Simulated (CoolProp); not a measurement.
Vapour-liquid equilibrium of methane (1) + ethane (2) at -135.55 °C; x and y are mole fractions of (1).

Computed with CoolProp (multi-fluid Helmholtz-energy mixture model, Setzmann 1991 and Bücker 2006; pair parameters Kunz 2012).

```tsv
x	bubble pressure, mixture model (kPa)	bubble pressure, Raoult's law (kPa)	y, mixture model	y, Raoult's law
0.05	40.13	31.09	0.928	0.909
0.2	141.9	115.4	0.981	0.979
0.35	230.7	199.7	0.990	0.990
0.5	309.4	284.0	0.994	0.995
0.65	382.2	368.4	0.996	0.997
0.8	454.3	452.7	0.998	0.999
0.95	534.3	537.0	0.999	1.000
```

The largest gap from Raoult's law is +29.1 % in bubble pressure, at x = 0.05. No azeotrope shows between x = 0.05 and 0.95.

Pair parameters are fitted to limited data, so mixtures are less certain than the pure fluids. The gap from Raoult's law changes sign with composition, which may be real or a fault of the pair parameters; it wasn't checked against measurements.
